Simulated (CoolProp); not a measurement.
Saturation properties of nitrous oxide (Tc = 36.4 °C, pc = 72.45 bar, ω = 0.161).

Computed with CoolProp (reference Helmholtz-energy equation of state, Lemmon 2006). It is a short technical equation, of lower accuracy than the large ones.

```tsv
T (°C)	p (bar)	liquid density (kg/m³)	vapour density (kg/m³)	liquid cp (kJ/(kg K))	surface tension (mN/m)
-34.05	11.53	1053	29.81	1.877	[?]
-28.55	13.80	1032	35.69	1.914	10.8
-23.05	[?]	1010	42.50	1.957	9.72
-17.65	19.26	988.3	50.23	2.008	[?]
-12.15	22.55	[?]	59.34	[?]	7.61
-6.65	[?]	[?]	69.93	2.149	6.59
-1.25	30.23	913.4	82.07	2.246	5.60
4.25	34.76	[?]	96.64	2.377	4.63
```

Problem. What belongs in the gaps?

Solution. 
- -34.05, surface tension (mN/m): 11.9
- -23.05, p (bar): 16.39
- -17.65, surface tension (mN/m): 8.66
- -12.15, liquid density (kg/m³): 964.6
- -12.15, liquid cp (kJ/(kg K)): 2.071
- -6.65, p (bar): 26.22
- -6.65, liquid density (kg/m³): 939.5
- 4.25, liquid density (kg/m³): 884.8

It boils at -88.5 °C under 1 atm.

Surface tension comes from a separate correlation (Mulero 2012).
